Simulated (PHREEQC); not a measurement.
Consider water at 25 °C with 0.02 mol HF and 0.0023 mol NH4F per kg of water. Closed to the air; pH follows from the charge balance.

All values are PHREEQC results (ion-association model, phreeqc.dat), not measurements.

Precipitation was switched off in this run.

Q: Order these F species by the share of F that they hold, largest first: HF2-, HF, F-.

A: HF (76 %), F- (21 %), HF2- (2.8 %)

The pH is 2.59 and the ionic strength 0.00506 mol/kgw.
